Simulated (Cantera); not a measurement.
# Si + Cl2 + H2 (chlorosilane synthesis and conversion)

Feed: 1 mol Si, 1.2 mol Cl2, 15 mol H2, at 75.0 Torr.

Method: chemical equilibrium by Gibbs-energy minimisation in Cantera with the NASA 1993 tables (ideal gas, pure condensed phases). Candidate condensed phases: Si; 19 gas species. The tables' values for SiCl3, SiCl are old estimates; treat these amounts as uncertain. Kinetics and transport are ignored.

| T (°C) | log p H2 | log p HCl | log p SiCl2 | log p SiCl4 | log p SiHCl3 | n Si(s) |
|---|---|---|---|---|---|---|
| 627 | -1.02 | -3.23 | -5.30 | -2.56 | -2.90 | 0.369 |
| 702 | -1.02 | -2.92 | -4.61 | -2.59 | -2.93 | 0.393 |
| 777 | -1.03 | -2.66 | -4.03 | -2.63 | -2.98 | 0.428 |
| 852 | -1.03 | -2.45 | -3.55 | -2.71 | -3.05 | 0.469 |
| 927 | -1.04 | -2.29 | -3.17 | -2.86 | -3.17 | 0.506 |
| 1002 | -1.04 | -2.17 | -2.89 | -3.10 | -3.36 | 0.529 |
| 1077 | -1.05 | -2.11 | -2.72 | -3.45 | -3.64 | 0.534 |
| 1152 | -1.05 | -2.08 | -2.62 | -3.89 | -3.97 | 0.528 |
| 1227 | -1.05 | -2.07 | -2.57 | -4.36 | -4.33 | 0.520 |
| 1302 | -1.05 | -2.06 | -2.55 | -4.81 | -4.67 | 0.511 |
| 1377 | -1.05 | -2.07 | -2.53 | -5.23 | -5.00 | 0.503 |
log p: log10 of the partial pressure in bar; n: condensed amount in mol.

From 627 °C to 1377 °C the condensed part is Si(s). The main Si-bearing gas is SiCl4 at 627 °C and SiCl2 at 1377 °C. The share of Si in condensed phases is highest at 1077 °C (53.4 %) and lowest at 627 °C (36.9 %).
